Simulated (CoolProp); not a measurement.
Properties of methanol along the isotherm 271.4 K.

The numbers come from the reference Helmholtz-energy equation of state, de Reuck 1993 in CoolProp.

```csv
p (MPa),phase,expansivity (1/kK),Prandtl number
0.26,liquid,1.156,9.69
0.381,liquid,1.155,9.69
0.56,liquid,1.154,9.70
0.822,liquid,1.152,9.71
1.21,liquid,1.149,9.72
1.77,liquid,1.145,9.74
2.6,liquid,1.140,9.77
3.81,liquid,1.132,9.81
5.6,liquid,1.121,9.87
8.22,liquid,1.105,9.95
12.1,liquid,1.083,10.1
17.7,liquid,1.055,10.3
26,liquid,1.017,10.5
38.1,liquid,0.9693,10.8
56,liquid,0.9117,11.3
82.2,liquid,0.8457,12.0
```

Viscosity comes from a separate model (Xiang 2006). Thermal conductivity comes from a separate model (Sykioti 2013).
